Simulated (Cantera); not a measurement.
A perfectly stirred reactor is fed with CH₄ : H₂ = 0.031 : 1 (molar parts), at 0.0300 bar; it is held at 2473 K, and followed from long to short residence time.

Cantera simulation using GRI-Mech 3.0 (53 species, 325 reactions); the numbers are that mechanism's predictions, not measurements. GRI-Mech 3.0 stops at C3 and has no aromatics, soot or wall deposition, so with more carbon than oxygen in the feed, carbon stays in small species such as C2H2 where larger ones or solid carbon would form. Radical loss at walls, strong at low pressure, is not modelled.

One state of this run: x CH₄ = 0.0162; x H₂ = 0.958; x CH₃ = 0.00495; x C₂H₆ = 1.65e-6; x CH₂ = 9.84e-5. x: mole fraction; the columns are a selection and need not sum to one.

Question: Which value of τ (s) does it belong to?
A) 0.028
B) 13
C) 0.00069
D) 0.32

Answer: C, 0.00069
